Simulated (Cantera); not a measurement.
Adiabatic ignition

An adiabatic, constant-volume homogeneous reactor starts with CH4 : O2 : N2 : CO2 = 1 : 1.11 : 4.18 : 0.22 (molar parts), equivalence ratio 1.8, at 1775 K and 7.10 bar.

Computed with Cantera and GRI-Mech 3.0 (53 species, 325 reactions). Above 3000 K some thermodynamic fits are extrapolated.

```json
[
 {"t (s)": "3.00e-6", "T (K)": "1774", "P (bar)": "7.10", "x CH4": "0.153", "x O2": "0.170", "x CO2": "0.0338", "x OH": "1.65e-6", "x O": "5.32e-7"},
 {"t (s)": "9.98e-6", "T (K)": "1778", "P (bar)": "7.12", "x CH4": "0.151", "x O2": "0.169", "x CO2": "0.0338", "x OH": "6.74e-6", "x O": "1.91e-6"},
 {"t (s)": "3.32e-5", "T (K)": "3050", "P (bar)": "14.1", "x CH4": "1.08e-10", "x O2": "0.000454", "x CO2": "0.0275", "x OH": "0.00811", "x O": "0.000754"},
 {"t (s)": "0.000111", "T (K)": "3041", "P (bar)": "14.0", "x CH4": "9.64e-11", "x O2": "0.000435", "x CO2": "0.0273", "x OH": "0.00792", "x O": "0.000729"},
 {"t (s)": "0.000368", "T (K)": "3040", "P (bar)": "14.0", "x CH4": "9.74e-11", "x O2": "0.000429", "x CO2": "0.0273", "x OH": "0.00787", "x O": "0.000721"},
 {"t (s)": "0.00122", "T (K)": "3040", "P (bar)": "14.0", "x CH4": "9.74e-11", "x O2": "0.000429", "x CO2": "0.0273", "x OH": "0.00787", "x O": "0.000721"},
 {"t (s)": "0.00408", "T (K)": "3040", "P (bar)": "14.0", "x CH4": "9.74e-11", "x O2": "0.000429", "x CO2": "0.0273", "x OH": "0.00787", "x O": "0.000721"},
 {"t (s)": "0.0136", "T (K)": "3040", "P (bar)": "14.0", "x CH4": "9.74e-11", "x O2": "0.000429", "x CO2": "0.0273", "x OH": "0.00787", "x O": "0.000721"},
 {"t (s)": "0.0451", "T (K)": "3040", "P (bar)": "14.0", "x CH4": "9.74e-11", "x O2": "0.000429", "x CO2": "0.0273", "x OH": "0.00787", "x O": "0.000721"},
 {"t (s)": "0.150", "T (K)": "3040", "P (bar)": "14.0", "x CH4": "9.74e-11", "x O2": "0.000429", "x CO2": "0.0273", "x OH": "0.00787", "x O": "0.000721"},
 {"t (s)": "0.500", "T (K)": "3040", "P (bar)": "14.0", "x CH4": "9.74e-11", "x O2": "0.000429", "x CO2": "0.0273", "x OH": "0.00787", "x O": "0.000721"}
]
```
x: mole fraction; the columns are a selection and need not sum to one.

| Item | Result |
|---|---|
| time of steepest temperature rise | 28.6 µs |
| temperature at 0.500 s | 3040 K |
| equilibrium temperature | 3040 K |
| x(CH4) at 0.500 s | 9.74e-11 (gas-phase equilibrium 1.11e-10) |
| x(O2) at 0.500 s | 0.000429 (gas-phase equilibrium 0.000429) |
| x(CO2) at 0.500 s | 0.0273 (gas-phase equilibrium 0.0273) |
